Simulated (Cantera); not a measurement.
# Low-pressure radical oxidation in H2/O2

An isothermal, constant-pressure homogeneous reactor starts with 1.39 % H₂, 60.5 % O₂, 38.1 % N₂, at 925 K and 0.0267 bar.

Detailed kinetics in Cantera: the H2/O2 subset of GRI-Mech 3.0, which has no nitrogen chemistry. Radical loss at walls, strong at low pressure, is not modelled. Below about 950 K walls govern HO2 and H2O2 in real vessels.

| t (s) | x H₂ | x O₂ | x HO₂ | x H | x H₂O₂ |
|---|---|---|---|---|---|
| 0.000200 | 0.0139 | 0.605 | 3.64e-12 | 2.47e-12 | <1e-12 |
| 0.000570 | 0.0139 | 0.605 | 1.08e-11 | 6.42e-12 | <1e-12 |
| 0.00162 | 0.0139 | 0.605 | 3.59e-11 | 3.53e-11 | <1e-12 |
| 0.00462 | 0.0139 | 0.605 | 7.00e-10 | 2.49e-9 | <1e-12 |
| 0.0132 | 0.0125 | 0.604 | 7.09e-6 | 0.000324 | 5.84e-8 |
| 0.0375 | 0.000214 | 0.602 | 4.04e-6 | 8.62e-5 | 1.00e-7 |
| 0.107 | 2.76e-5 | 0.602 | 1.17e-6 | 3.07e-6 | 4.22e-8 |
| 0.304 | 5.10e-6 | 0.602 | 3.47e-7 | 1.77e-7 | 2.36e-8 |
| 0.866 | 9.01e-7 | 0.602 | 8.69e-8 | 1.18e-8 | 1.14e-8 |
| 2.47 | 1.22e-7 | 0.602 | 1.99e-8 | 9.53e-10 | 4.46e-9 |
| 7.02 | 1.06e-8 | 0.602 | 4.79e-9 | 9.83e-11 | 1.54e-9 |
| 20.0 | 7.50e-10 | 0.602 | 1.31e-9 | 1.31e-11 | 5.21e-10 |
x: mole fraction; the columns are a selection and need not sum to one.

Equilibrium at this temperature and pressure: H₂ <1e-12, O₂ 0.602, HO₂ 8.49e-11, H <1e-12, H₂O₂ 1.77e-12 (gas phase only).
